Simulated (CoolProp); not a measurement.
Properties of R113 along the isotherm 431 K.

Computed with CoolProp (reference Helmholtz-energy equation of state, Marx 1992).

| p (MPa) | phase | density (kg/m³) | cp (kJ/(kg K)) | isothermal compressibility (1/MPa) | fugacity coefficient |
|---|---|---|---|---|---|
| 0.00536 | gas | 0.2805 | 0.7638 | 186.7 | 0.9992 |
| 0.00787 | gas | 0.4120 | 0.7639 | 127.2 | 0.9988 |
| 0.0116 | gas | 0.6076 | 0.7641 | 86.36 | 0.9983 |
| 0.017 | gas | 0.8911 | 0.7643 | 58.97 | 0.9975 |
| 0.0249 | gas | 1.307 | 0.7647 | 40.31 | 0.9963 |
| 0.0365 | gas | 1.919 | 0.7652 | 27.55 | 0.9946 |
| 0.0536 | gas | 2.825 | 0.7660 | 18.81 | 0.9921 |
| 0.0787 | gas | 4.164 | 0.7672 | 12.86 | 0.9884 |
| 0.116 | gas | 6.173 | 0.7690 | 8.775 | 0.9829 |
| 0.17 | gas | ? | 0.7717 | 6.041 | 0.9750 |
| 0.249 | gas | 13.53 | ? | 4.180 | ? |
| 0.365 | gas | 20.23 | 0.7830 | 2.913 | 0.9463 |
| 0.536 | gas | 30.64 | 0.7954 | ? | 0.9212 |
| 0.787 | gas | 47.34 | 0.8197 | 1.490 | 0.8844 |
| 1.16 | gas | 76.69 | 0.8815 | 1.158 | 0.8292 |
| 1.7 | liquid | 1177 | 1.137 | 0.01487 | ? |

Q: Fill in the missing entries.

A: 
- 0.17, density (kg/m³): 9.123
- 0.249, cp (kJ/(kg K)): 0.7760
- 0.249, fugacity coefficient: 0.9633
- 0.536, isothermal compressibility (1/MPa): 2.055
- 1.7, fugacity coefficient: 0.6625
